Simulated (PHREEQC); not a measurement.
PHREEQC input (ion-association model, phreeqc.dat):

```
SOLUTION 0
  temp 15
  units mmol/kgw
  pH 7 charge
  Cl 10.41
  Mn(2) 5.2
SOLUTION 1-30
  temp 15
  units mmol/kgw
  pH 7 charge
  Br 26
  K 26
  Cl 0.01
END
EXCHANGE 1-30
  X 0.02
  -equilibrate 1
END
SELECTED_OUTPUT 1
  -reset false
  -pH true
  -pe true
  -ionic_strength true
  -water true
  -step true
  -totals Br Cl K Mn Mn(2) Mn(3)
  -molalities MnX2 KX
  -saturation_indices Pyrochroite Sylvite
PRINT
  -reset false
TRANSPORT
  -cells 30
  -shifts 180
  -lengths 0.0333333
  -time_step 60
  -dispersivities 0.035
  -boundary_conditions flux flux
  -correct_disp true
  -punch_cells 30
  -punch_frequency 6
END
```

Selected output (columns that matter, 11 of 31 rows; pore volumes added in front):

```
pore volumes	pH	mu	Br	Cl	K	Mn	m_MnX2	m_KX	si_Pyrochroite	si_Sylvite
0	5.0549	0.02601	0.026	1e-05	0.026	0	0	0.02	-1000	-7.5687
0.6167	5.0544	0.025349	0.024898	0.00045071	0.025339	4.1613e-11	7.5668e-11	0.02	-15.717	-5.9246
1.2167	5.0433	0.013386	0.0049602	0.0084259	0.013376	4.5488e-09	2.9069e-08	0.02	-13.655	-4.8982
1.8167	5.0395	0.010532	0.00020273	0.010329	0.010522	1.7465e-08	1.793e-07	0.02	-13.063	-4.9038
2.4167	5.0394	0.010449	4.706e-06	0.010408	0.010327	3.7961e-05	0.00037471	0.019251	-9.7253	-4.9083
3.0167	5.0438	0.013899	8.6927e-08	0.01041	0.0030342	0.0036829	0.0086237	0.0027526	-7.7503	-5.4565
3.6167	5.0451	0.015135	1.4428e-09	0.01041	0.00043516	0.0049824	0.009819	0.00036208	-7.6228	-6.3051
4.2167	5.0453	0.015312	2.2664e-11	0.01041	6.3386e-05	0.0051683	0.0099739	5.2189e-05	-7.6074	-7.1425
4.8167	5.0453	0.015338	3.4545e-13	0.01041	9.2982e-06	0.0051954	0.0099962	7.6442e-06	-7.6052	-7.9762
5.4167	5.0453	0.015342	5.1758e-15	0.01041	1.3622e-06	0.0051993	0.0099994	1.1197e-06	-7.6049	-8.8104
6.0167	5.0453	0.015342	7.6773e-17	0.01041	1.9887e-07	0.0051999	0.0099999	1.6346e-07	-7.6049	-9.646
```
